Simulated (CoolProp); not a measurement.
Properties of CH2F2 (R32) along the isotherm 387.9 K.

Values from CoolProp's reference Helmholtz-energy equation of state, Tillner-Roth 1997.

```
p (MPa)          phase  cp (kJ/(kg K))  cv (kJ/(kg K))  speed of sound (m/s)  expansivity (1/kK)  viscosity (µPa s)
-------  -------------  --------------  --------------  --------------------  ------------------  -----------------
0.0457             gas          0.9704          0.8088                 272.1               2.598               17.3
0.0939             gas          0.9736          0.8100                 271.8               2.620               17.3
0.193              gas          0.9802          0.8125                 271.0               2.665               17.3
0.396              gas          0.9940          0.8177                 269.4               2.759               17.3
0.813              gas           1.024          0.8286                 266.0               2.967               17.3
1.67               gas           1.094               …                     …               3.458               17.4
3.43               gas           1.287          0.9048                 243.9                   …               17.8
7.04     supercritical           2.209           1.035                 211.7               12.00               20.8
14.5     supercritical           2.654           1.055                 300.1               10.73               52.2
```

Task: Fill in the missing entries.

Result: 
- 1.67, cv (kJ/(kg K)): 0.8521
- 1.67, speed of sound (m/s): 258.9
- 3.43, expansivity (1/kK): 4.857

Viscosity comes from a separate model (Bell 2016), an estimate that may be off by 10 % or more.
